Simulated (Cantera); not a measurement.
Thermodynamics of calcination and drying, feed CaSO₄ + H₂

Charge: 1 mol CaSO₄, 0.076 mol H₂, equilibrated at 77.0 Pa.

Method: chemical equilibrium by Gibbs-energy minimisation in Cantera with the NASA 1993 tables (ideal gas, pure condensed phases). Candidate condensed phases: Ca, CaO, Ca(OH)₂, CaS, CaSO₄, H₂O, H₂SO₄, S; 25 gas species. Kinetics and transport are ignored.

```json
[
 {"T (°C)": "1252", "x SO₂": "0.650", "x O₂": "0.300", "x H₂O": "0.0492", "x OH": "0.000446", "x O": "0.000112", "n CaO(s)": "1.00"},
 {"T (°C)": "1302", "x SO₂": "0.650", "x O₂": "0.300", "x H₂O": "0.0491", "x OH": "0.000670", "x O": "0.000211", "n CaO(s)": "1.00"},
 {"T (°C)": "1352", "x SO₂": "0.650", "x O₂": "0.300", "x H₂O": "0.0489", "x OH": "0.000980", "x O": "0.000384", "n CaO(s)": "1.00"},
 {"T (°C)": "1402", "x SO₂": "0.649", "x O₂": "0.300", "x H₂O": "0.0486", "x OH": "0.00140", "x O": "0.000674", "n CaO(s)": "1.00"},
 {"T (°C)": "1452", "x SO₂": "0.649", "x O₂": "0.299", "x H₂O": "0.0483", "x OH": "0.00196", "x O": "0.00114", "n CaO(s)": "1.000"},
 {"T (°C)": "1502", "x SO₂": "0.648", "x O₂": "0.299", "x H₂O": "0.0478", "x OH": "0.00268", "x O": "0.00188", "n CaO(s)": "1.000"},
 {"T (°C)": "1552", "x SO₂": "0.647", "x O₂": "0.298", "x H₂O": "0.0471", "x OH": "0.00360", "x O": "0.00302", "n CaO(s)": "1.000"}
]
```
x: gas mole fraction; n: condensed amount in mol.

From 1252 °C to 1552 °C the condensed part is CaO(s). The main Ca-bearing gas is Ca(OH)₂ throughout.
